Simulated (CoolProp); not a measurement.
Isobutane at 293.15 K and 0.589 MPa flows at 14 m/s in a round tube of 50 mm bore and 45 µm roughness, fully developed (64/Re and Nu = 3.66 if laminar; Colebrook and Gnielinski if turbulent). Each further row changes one setting.

The numbers come from the reference Helmholtz-energy equation of state, Bücker 2006 in CoolProp.

| case | Reynolds number | Darcy friction factor | pressure drop (Pa/m) | heat-transfer coefficient (W/(m² K)) | mass flow (kg/h) |
|---|---|---|---|---|---|
| as stated | 2440000 | 0.0193 | 21100 | 22500 | 55200 |
| velocity 28 m/s | 4870000 | 0.0192 | 84000 | 44900 | 110000 |
| diameter 100 mm | 4870000 | 0.0164 | 8970 | 20000 | 221000 |

Viscosity comes from a separate model (Vogel 2000). Thermal conductivity comes from a separate model (Perkins 2002).
